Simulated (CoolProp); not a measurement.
Vapour-liquid equilibrium of isopentane (1) + R365MFC (2) at 18.85 °C; x and y are mole fractions of (1).

The numbers come from the multi-fluid Helmholtz-energy mixture model, Lemmon 2006 and Lemmon 2016; pair parameters Bell 2016 in CoolProp.

Task: Give the bubble pressure and the first vapour's composition at x = 0.05, 0.575, 0.875. Is there an azeotrope?

Result: x = 0.05: 0.05567 MPa, y = 0.242; x = 0.575: 0.08905 MPa, y = 0.651; x = 0.875: 0.08591 MPa, y = 0.775. y crosses x between x = 0.65 and 0.725: the model has an azeotrope there.

The pair parameters rest on a limited set of measurements; away from them the model extrapolates. With so large a gap from Raoult's law the liquid may split in two, which this calculation doesn't test in full.
